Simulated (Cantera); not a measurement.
What does this Cantera script print?

```python
import numpy as np
import cantera as ct

gas_names = """
    CL CL2 H HCL H2 N NH NH2 NH3 N2 N2H2 N2H4 Sr SrCL SrCL2
""".split()
cond_names = """
    NH4CL(a) NH4CL(b) Sr(a) Sr(b) Sr(L) SrCL2(a) SrCL2(b) SrCL2(L)
""".split()


# ... load() reads the species with a 1 bar reference pressure and builds the phases ...
atoms = {
    'SrCl2': {'Sr': 1, 'CL': 2},
    'HCl': {'H': 1, 'CL': 1},
    'N2': {'N': 2},
}
top_T = {}  # K; cautious upper limits of use, not melting points


# ... equilibrate(T, P, feed) seeds the gas with the atoms and calls Mixture.equilibrate('TP', solver="vcs", rtol=1e-11, max_steps=5000) ...
results = []
feed = {'SrCl2': 1, 'HCl': 0.32, 'N2': 3.6}  # mol
P = 0.32  # Pa
for T in [775, 875, 975, 1075, 1175, 1275, 1375, 1475, 1575, 1675, 1775, 1875, 1975, 2075]:
    mix = equilibrate(T, P, feed)
    results.append((T, P, feed, dict(zip(mix.species_names, mix.species_moles))))
    x = sorted(zip(gas.X, gas.species_names), reverse=True)
    print(f"T = {T:g} K  P = {P:g} Pa  gas = {mix.phase_moles(0):.4g} mol")
    print("   x: " + "  ".join(f"{s} {v:.3e}" for v, s in x if v > 1e-06))
    print("   condensed (mol): " + ("  ".join(f"{mix.phase(i).name} {mix.phase_moles(i):.4g}"
          for i in range(1, mix.n_phases) if mix.phase_moles(i) > 1e-12) or "none"))
```

It prints:

```
T = 775 K  P = 0.32 Pa  gas = 3.92 mol
   x: N2 9.184e-01  HCL 8.163e-02
   condensed (mol): SrCL2(a) 1
T = 875 K  P = 0.32 Pa  gas = 3.92 mol
   x: N2 9.184e-01  HCL 8.163e-02  CL 2.168e-06  SrCL2 1.921e-06  H2 1.091e-06
   condensed (mol): SrCL2(a) 1
T = 975 K  P = 0.32 Pa  gas = 3.921 mol
   x: N2 9.182e-01  HCL 8.160e-02  SrCL2 2.265e-04  CL 1.689e-05  H2 8.455e-06
   condensed (mol): SrCL2(a) 0.9991
T = 1075 K  P = 0.32 Pa  gas = 3.959 mol
   x: N2 9.093e-01  HCL 8.073e-02  SrCL2 9.880e-03  CL 8.949e-05  H2 4.474e-05
   condensed (mol): SrCL2(b) 0.9609
T = 1175 K  P = 0.32 Pa  gas = 4.911 mol
   x: N2 7.330e-01  SrCL2 2.016e-01  HCL 6.485e-02  CL 3.116e-04  H2 1.553e-04
   condensed (mol): SrCL2(L) 0.009688
T = 1275 K  P = 0.32 Pa  gas = 4.922 mol
   x: N2 7.313e-01  SrCL2 2.031e-01  HCL 6.400e-02  CL 1.004e-03  H2 4.972e-04  H 9.188e-06
   condensed (mol): none
T = 1375 K  P = 0.32 Pa  gas = 4.927 mol
   x: N2 7.307e-01  SrCL2 2.030e-01  HCL 6.224e-02  CL 2.717e-03  H2 1.320e-03  H 6.960e-05  SrCL 7.338e-06
   condensed (mol): none
T = 1475 K  P = 0.32 Pa  gas = 4.937 mol
   x: N2 7.292e-01  SrCL2 2.025e-01  HCL 5.854e-02  CL 6.336e-03  H2 2.945e-03  H 3.935e-04  SrCL 5.195e-05
   condensed (mol): none
T = 1575 K  P = 0.32 Pa  gas = 4.957 mol
   x: N2 7.262e-01  SrCL2 2.014e-01  HCL 5.190e-02  CL 1.295e-02  H2 5.468e-03  H 1.718e-03  SrCL 2.931e-04  Sr 3.974e-06
   condensed (mol): none
T = 1675 K  P = 0.32 Pa  gas = 4.997 mol
   x: N2 7.204e-01  SrCL2 1.987e-01  HCL 4.195e-02  CL 2.359e-02  H2 8.118e-03  H 5.848e-03  SrCL 1.375e-03  Sr 6.824e-05
   condensed (mol): none
T = 1775 K  P = 0.32 Pa  gas = 5.078 mol
   x: N2 7.090e-01  SrCL2 1.908e-01  CL 3.987e-02  HCL 3.014e-02  H 1.521e-02  H2 8.835e-03  SrCL 5.308e-03  Sr 8.412e-04
   condensed (mol): none
T = 1875 K  P = 0.32 Pa  gas = 5.249 mol
   x: N2 6.858e-01  SrCL2 1.692e-01  CL 6.893e-02  H 2.891e-02  HCL 1.960e-02  SrCL 1.509e-02  Sr 6.241e-03  H2 6.225e-03
   condensed (mol): none
T = 1975 K  P = 0.32 Pa  gas = 5.604 mol
   x: N2 6.424e-01  CL 1.249e-01  SrCL2 1.245e-01  H 4.013e-02  SrCL 2.859e-02  Sr 2.532e-02  HCL 1.146e-02  H2 2.753e-03
   condensed (mol): none
T = 2075 K  P = 0.32 Pa  gas = 6.203 mol
   x: N2 5.804e-01  CL 2.077e-01  Sr 6.337e-02  SrCL2 6.292e-02  H 4.422e-02  SrCL 3.493e-02  HCL 5.611e-03  H2 8.818e-04  N 1.091e-06
   condensed (mol): none
```

Method: chemical equilibrium by Gibbs-energy minimisation in Cantera with the NASA 1993 tables (ideal gas, pure condensed phases).
